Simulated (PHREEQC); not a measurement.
A solution holds 0.069 mol NH4HF2 per kg of water, at 20 °C. Closed to the air; pH follows from the charge balance.

The numbers come from PHREEQC with the ion-association model, wateq4f.dat.

```csv
quantity,before,after
pH,3.15,2.87
ionic strength (mol/kgw),0.0698,0.0706
```

Question: Which change was made?
A. NH4HF2 from 0.069 to 0.138 mol/kgw
B. NH4HF2 from 0.069 to 0.0621 mol/kgw
C. NH4HF2 replaced by CsF at the same molality
D. NH4HF2 replaced by NH3 at the same molality
E. 0.021 mol/kgw HBr added

Answer: E, 0.021 mol/kgw HBr added

This is a speciation only: nothing precipitates in the calculation. wateq4f.dat counts part of the HF as a dimer, H2F2, which phreeqc.dat doesn't know; its constant is uncertain.
